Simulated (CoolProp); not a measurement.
n-hexane along the isotherm 443.1 K: fugacity coefficient from the reference equation and from simpler models built on Tc = 507.8 K, pc = 30.44 bar, ω = 0.300; each cubic takes its own stable root.

Model: reference Helmholtz-energy equation of state, Thol 2019, in CoolProp.

```csv
p (bar),phase,reference,van der Waals,Redlich-Kwong,Soave-Redlich-Kwong,Peng-Robinson
0.963,gas,0.9823,0.9870,0.9842,0.9832,0.9818
1.82,gas,0.9666,0.9755,0.9701,0.9682,0.9657
3.46,gas,0.9367,0.9534,0.9434,0.9398,0.9351
6.56,gas,0.8803,0.9117,0.8932,0.8863,0.8781
12.4,liquid,0.7099,0.8325,0.7986,0.7293,0.7109
23.6,liquid,0.3933,0.5871,0.4726,0.4074,0.3943
44.7,liquid,0.2290,0.3633,0.2805,0.2404,0.2298
84.7,liquid,0.1447,0.2538,0.1824,0.1553,0.1451
161,liquid,0.1061,0.2198,0.1393,0.1175,0.1055
304,liquid,0.1018,0.2785,0.1410,0.1179,0.09889
```

At some of these states van der Waals, Redlich-Kwong gives the other phase, because its saturation line lies elsewhere.
